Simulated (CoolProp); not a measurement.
Vapour-liquid equilibrium of 1-butene (1) + acetone (2) at 0.145 bar; x and y are mole fractions of (1).

Computed with CoolProp (multi-fluid Helmholtz-energy mixture model, Lemmon 2005 and Lemmon 2006; pair parameters Bell 2016).

```csv
x,bubble temperature (°C),y at the bubble point,dew temperature at overall composition x (°C),liquid density (mol/L)
0.05,-17.7,0.776,7.7,14.13
0.15,-35.9,0.940,5.5,14.11
0.25,-41.8,0.964,3.1,13.88
0.35,-44.0,0.971,0.4,13.59
0.45,-44.8,0.973,-2.7,13.30
0.55,-44.9,0.974,-6.2,13.01
0.65,-45.0,0.974,-10.5,12.73
0.75,-45.2,0.976,-16.0,12.48
0.85,-45.8,0.980,-23.7,12.25
0.95,-46.8,0.990,-38.2,12.05
```

No azeotrope shows between x = 0.05 and 0.95.

The pair parameters rest on a limited set of measurements; away from them the model extrapolates. With so large a gap from Raoult's law the liquid may split in two, which this calculation doesn't test in full.
